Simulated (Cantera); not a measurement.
Charge: 1 mol Al, 0.047 mol CO2, 4.4 mol N2, 0.0036 mol O2, at 0.0460 bar.

These are equilibrium values from Cantera (NASA tables, ideal gas, pure condensed phases), not measurements of a reactor. Candidate condensed phases: Al, AlN, Al2O3, C; 32 gas species. Mutual solubility and eutectic melting of coexisting phases are not modelled. Kinetics and transport are ignored.

Over these rows the condensed part is AlN(s) + Al2O3(s) + C(graphite). Partial pressures as log10 of bar:

```
T (K)  1000/T (1/K)  log p CO  log p N2
-----  ------------  --------  --------
823          1.2151     -8.94     -1.34
923          1.0834     -7.33     -1.34
1023         0.9775     -6.04     -1.34
1123         0.8905     -4.98     -1.34
1223         0.8177     -4.10     -1.34
1323         0.7559         ?     -1.34
```

Task: Fit log p(CO) = a + b·(1000/T) to the five rows, give the apparent enthalpy, and predict the row at 1323 K.

Result: Means: 1000/T = 0.9968, log p = -6.278. Sxy = -1.204868, Sxx = 0.0989034, so b = -12.18 and a = -6.278 − (-12.18)×0.9968 = 5.86.
Apparent enthalpy: −19.145 × (-12.18) = 233 kJ/mol. With the condensed phases at unit activity, 1/3 Al2O3(s) + C(graphite) + 1/3 N2(g) = CO(g) + 2/3 AlN(s) links this pressure to the main gases: over the six rows their terms move log p by +0.00 in all, so the slope is close to that reaction's ΔH°. The five rows lie within 0.01 of the line.
Prediction at 1323 K: 5.86 + (-12.18)×0.7559 = -3.35. The computed value is -3.36, 0.01 from the line.
